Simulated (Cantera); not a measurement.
An isothermal, constant-pressure homogeneous reactor starts with NO : N2 = 1 : 0.12 (molar parts), at 1825 K and 0.280 bar. Integrator tolerance rtol = 1e-08.

Computed with Cantera and GRI-Mech 3.0 (53 species, 325 reactions).

Question: What does this change do: temperature 1825 to 2150 K?

Answer: 
```csv
quantity,before,after
x(NO) at 70.0 s,0.0203 (gas-phase equilibrium 0.00551),0.0136 (gas-phase equilibrium 0.0136)
x(O2) at 70.0 s,0.436 (gas-phase equilibrium 0.444),0.438 (gas-phase equilibrium 0.438)
x(N2) at 70.0 s,0.543 (gas-phase equilibrium 0.551),0.546 (gas-phase equilibrium 0.546)
x(N2O) at 70.0 s,2.69e-7 (gas-phase equilibrium 1.40e-7),3.33e-7 (gas-phase equilibrium 3.33e-7)
x(NO2) at 70.0 s,3.68e-5 (gas-phase equilibrium 1.01e-5),1.41e-5 (gas-phase equilibrium 1.41e-5)
x(O) at 70.0 s,0.000193 (gas-phase equilibrium 0.000195),0.00246 (gas-phase equilibrium 0.00246)
```

Question: What does this change do: temperature 1825 to 1950 K?

Answer: 
```tsv
quantity	before	after
x(NO) at 70.0 s	0.0203 (gas-phase equilibrium 0.00551)	0.00813 (gas-phase equilibrium 0.00809)
x(O2) at 70.0 s	0.436 (gas-phase equilibrium 0.444)	0.442 (gas-phase equilibrium 0.442)
x(N2) at 70.0 s	0.543 (gas-phase equilibrium 0.551)	0.549 (gas-phase equilibrium 0.549)
x(N2O) at 70.0 s	2.69e-7 (gas-phase equilibrium 1.40e-7)	2.02e-7 (gas-phase equilibrium 2.02e-7)
x(NO2) at 70.0 s	3.68e-5 (gas-phase equilibrium 1.01e-5)	1.17e-5 (gas-phase equilibrium 1.17e-5)
x(O) at 70.0 s	0.000193 (gas-phase equilibrium 0.000195)	0.000570 (gas-phase equilibrium 0.000570)
```
